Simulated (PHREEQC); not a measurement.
Consider water at 82 °C with 0.67 mol/kgw HCl, 0.0086 mol/kgw Al2(SO4)3 and 0.00081 mol/kgw MgSO4. Closed to the air; pH follows from the charge balance.

The numbers come from PHREEQC with the ion-association model, wateq4f.dat.

Precipitation was switched off in this run.

Q: Predict the pH.

A: pH 0.33.

Q: In which forms is Mg present?

A: Mg+2 99 %, MgSO4 1.3 % of the Mg.

Ionic strength above about 0.7 mol/kgw puts this run outside the model's range. Species that the database lacks are ignored. At this temperature some constants are extrapolated from 25 °C, and those without enthalpy data are left unchanged.
